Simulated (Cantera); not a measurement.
**C2H4 + H2O + H2 (carbon deposition, reforming and gasification)**

A closed system holds: 1 mol C2H4, 0.033 mol H2O, 0.52 mol H2, equilibrated at 85.0 bar.

Method: chemical equilibrium by Gibbs-energy minimisation in Cantera with the NASA 1993 tables (ideal gas, pure condensed phases). Candidate condensed phases: C, C6H6, C7H8, C8H18, H2O; 110 gas species. The ideal-gas law is rough above about 30 bar. Equilibrium is a limit: real reactors are often held back by kinetics, nucleation or transport.

From 875 K to 2475 K the condensed part is C(graphite). The main C-bearing gas is CH4 at 875 K and C2H2 (acetylene) at 2475 K. The share of C in condensed phases is highest at 2275 K (95.0 %) and lowest at 875 K (42.1 %).

```
T (K)   x H2   x CH4     x H2O      x CO  x C2H2 (acetylene)  n C(graphite)
-----  -----  ------  --------  --------  ------------------  -------------
875    0.149   0.827    0.0228  0.000441            3.55e-12          0.843
1075   0.392   0.588    0.0163   0.00387             2.95e-9           1.05
1275   0.650   0.333   0.00665    0.0103             2.50e-7           1.34
1475   0.819   0.166   0.00187    0.0130             5.46e-6           1.60
1675   0.902  0.0834  0.000566    0.0133             5.24e-5           1.77
1875   0.940  0.0455  0.000210    0.0131            0.000298           1.85
2075   0.957  0.0273   9.32e-5    0.0130             0.00119           1.89
2275   0.964  0.0178   4.78e-5    0.0129             0.00367           1.90
2475   0.962  0.0123   2.73e-5    0.0129             0.00935           1.88
```
x: gas mole fraction; n: condensed amount in mol.
